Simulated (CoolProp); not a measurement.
A simple Rankine cycle with n-hexane: condensing at 298.15 K, boiler at 0.37 MPa, turbine inlet 391.8 K, turbine efficiency 0.6, pump efficiency 0.6, no recuperator. Each further row changes one setting.

Model: reference Helmholtz-energy equation of state, Thol 2019, in CoolProp.

```csv
case,thermal efficiency (%),net work (kJ/kg),heat in (kJ/kg),turbine exit temperature (K),volume ratio over the turbine
as stated,10.9,[?],527,355.4,18.7
turbine inlet 411.8 K,10.7,61.2,571,376.2,18.4
condensing temperature 290.15 K,11.8,64.2,545,351.6,26.5
boiler pressure 0.259 MPa,[?],51.8,532,361.1,12.8
turbine efficiency 0.5,[?],[?],527,360.4,19.0
```

Task: Complete the blanks.

Result: 
- as stated, net work (kJ/kg): 57.4
- boiler pressure 0.259 MPa, thermal efficiency (%): 9.7
- turbine efficiency 0.5, thermal efficiency (%): 9.1
- turbine efficiency 0.5, net work (kJ/kg): 47.7
